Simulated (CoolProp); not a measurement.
Vapour-liquid equilibrium of methanol (1) + toluene (2) at 364.2 K; x and y are mole fractions of (1).

Computed with CoolProp (multi-fluid Helmholtz-energy mixture model, de Reuck 1993 and Lemmon 2006; pair parameters Bell 2016).

| x | bubble pressure (bar) | y at the bubble point | dew pressure at overall composition x (bar) | liquid density (mol/L) |
|---|---|---|---|---|
| 0.05 | 1.233 | ___ | 0.5935 | 8.931 |
| 0.2 | ___ | 0.744 | ___ | 9.832 |
| 0.35 | 2.307 | 0.775 | 0.8704 | 10.97 |
| 0.5 | 2.385 | 0.788 | ___ | 12.45 |
| 0.65 | 2.466 | 0.811 | 1.581 | 14.42 |
| 0.8 | 2.565 | ___ | 2.431 | 17.11 |
| 0.95 | 2.639 | 0.955 | 1.762 | 20.89 |

Problem. What belongs in the gaps?

Solution. 
- 0.05, y at the bubble point: 0.546
- 0.2, bubble pressure (bar): 2.096
- 0.2, dew pressure at overall composition x (bar): 0.7100
- 0.5, dew pressure at overall composition x (bar): 1.123
- 0.8, y at the bubble point: 0.860

No azeotrope shows between x = 0.05 and 0.95.

Pair parameters are fitted to limited data, so mixtures are less certain than the pure fluids. With so large a gap from Raoult's law the liquid may split in two, which this calculation doesn't test in full.
